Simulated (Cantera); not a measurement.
A perfectly stirred reactor is fed with H2 : O2 = 0.34 : 1 (molar parts), equivalence ratio 0.17, at 23.3 Torr; it is held at 1300 K, and followed from long to short residence time.

Model: GRI-Mech 3.0 (53 species, 325 reactions), integrated in Cantera. Radical loss at walls, strong at low pressure, is not modelled. The temperature is held fixed by assumption; the heat of reaction is taken as removed at once.

```json
[
 {"quantity": "x(H2) at τ = 13.0 s", "before": "7.26e-5", "after": "3.13e-5"},
 {"quantity": "x(O2) at τ = 13.0 s", "before": "0.709", "after": "0.886"},
 {"quantity": "x(H2O) at τ = 13.0 s", "before": "0.290", "after": "0.113"},
 {"quantity": "x(H2O2) at τ = 13.0 s", "before": "1.32e-7", "after": "5.71e-8"},
 {"quantity": "x(HO2) at τ = 13.0 s", "before": "1.41e-6", "after": "7.26e-7"},
 {"quantity": "x(H2) at τ = 0.150 s", "before": "0.00133", "after": "0.000531"},
 {"quantity": "x(O2) at τ = 0.150 s", "before": "0.704", "after": "0.881"},
 {"quantity": "x(H2O) at τ = 0.150 s", "before": "0.285", "after": "0.111"},
 {"quantity": "x(H2O2) at τ = 0.150 s", "before": "5.94e-7", "after": "2.37e-7"},
 {"quantity": "x(HO2) at τ = 0.150 s", "before": "1.14e-5", "after": "5.39e-6"}
]
```

### Question
Which change was made?
A. H2 0.34 to 0.12 parts
B. temperature 1300 to 1098 K
C. O2 1 to 1.4 parts
D. temperature 1300 to 1375 K

### Answer
A, H2 0.34 to 0.12 parts
